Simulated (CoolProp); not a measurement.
Saturation properties of n-dodecane.

Model: reference Helmholtz-energy equation of state, Lemmon 2004, in CoolProp. It is a short technical equation, of lower accuracy than the large ones.

| T (K) | p (kPa) | liquid cp (kJ/(kg K)) | liquid viscosity (µPa s) | vapour viscosity (µPa s) |
|---|---|---|---|---|
| 419 | … | 2.671 | 336 | 6.32 |
| 424.5 | 15.96 | 2.694 | 321 | 6.41 |
| 430 | 19.19 | 2.716 | 307 | 6.49 |
| 435.6 | 23.01 | 2.739 | 293 | 6.58 |
| 441.1 | … | 2.762 | 281 | 6.67 |
| 446.6 | 32.31 | 2.785 | 269 | 6.75 |
| 452.2 | 38.11 | 2.808 | 258 | 6.84 |
| 457.7 | … | 2.831 | 247 | 6.92 |
| 463.2 | 51.92 | 2.854 | 237 | 7.01 |
| 468.7 | 60.20 | 2.877 | 227 | 7.09 |

Question: Complete the blanks.

Answer: 
- 419, p (kPa): 13.19
- 441.1, p (kPa): 27.34
- 457.7, p (kPa): 44.59

It boils at 489.4 K under 1 atm.

Viscosity comes from a separate model (Huber 2004).
